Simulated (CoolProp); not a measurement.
Saturation properties of n-octane.

Computed with CoolProp (reference Helmholtz-energy equation of state, Beckmüller 2019).

```json
[
 {"T (°C)": "121.15", "p (bar)": "0.8929", "vapour density (kg/m³)": "3.280", "vapour viscosity (µPa s)": "7.45"},
 {"T (°C)": "127.85", "p (bar)": "1.077", "vapour density (kg/m³)": "3.919", "vapour viscosity (µPa s)": "7.57"},
 {"T (°C)": "134.45", "p (bar)": "1.286", "vapour density (kg/m³)": "4.643", "vapour viscosity (µPa s)": "7.69"},
 {"T (°C)": "141.15", "p (bar)": "1.529", "vapour density (kg/m³)": "5.481", "vapour viscosity (µPa s)": "(withheld)"},
 {"T (°C)": "147.75", "p (bar)": "1.802", "vapour density (kg/m³)": "6.422", "vapour viscosity (µPa s)": "7.94"},
 {"T (°C)": "154.45", "p (bar)": "2.117", "vapour density (kg/m³)": "7.506", "vapour viscosity (µPa s)": "8.07"},
 {"T (°C)": "161.05", "p (bar)": "(withheld)", "vapour density (kg/m³)": "8.713", "vapour viscosity (µPa s)": "8.20"},
 {"T (°C)": "167.75", "p (bar)": "2.865", "vapour density (kg/m³)": "10.10", "vapour viscosity (µPa s)": "(withheld)"},
 {"T (°C)": "174.35", "p (bar)": "3.304", "vapour density (kg/m³)": "(withheld)", "vapour viscosity (µPa s)": "8.48"},
 {"T (°C)": "181.05", "p (bar)": "3.800", "vapour density (kg/m³)": "13.38", "vapour viscosity (µPa s)": "8.63"}
]
```

What belongs in the gaps?


- 141.15, vapour viscosity (µPa s): 7.81
- 161.05, p (bar): 2.466
- 167.75, vapour viscosity (µPa s): 8.34
- 174.35, vapour density (kg/m³): 11.63

It boils at 125.6 °C under 1 atm.

Viscosity comes from a separate model (Huber 2004).
